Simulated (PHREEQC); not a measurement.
Dissolve 0.0053 mol/kgw Cu(NO3)2 and 0.0076 mol/kgw H2SO4 at 25 °C. Closed to the air; pH follows from the charge balance.

All values are PHREEQC results (ion-association model, phreeqc.dat), not measurements.

| quantity | before | after |
|---|---|---|
| pH | 1.96 | 1.97 |
| ionic strength (mol/kgw) | 0.0294 | 0.0164 |
| SO4-2 (mol/kgw) | 0.00396 | 0.00441 |
| HSO4- (mol/kgw) | 0.00264 | 0.00319 |

### Question
Which change was made?
(A) Cu(NO3)2 replaced by Mn(NO3)2 at the same molality
(B) H2SO4 from 0.0076 to 0.0152 mol/kgw
(C) Cu(NO3)2 left out
(D) temperature from 25 to 15 °C
(E) Cu(NO3)2 replaced by Sr(NO3)2 at the same molality

### Answer
C, Cu(NO3)2 left out

This is a speciation only: nothing precipitates in the calculation.
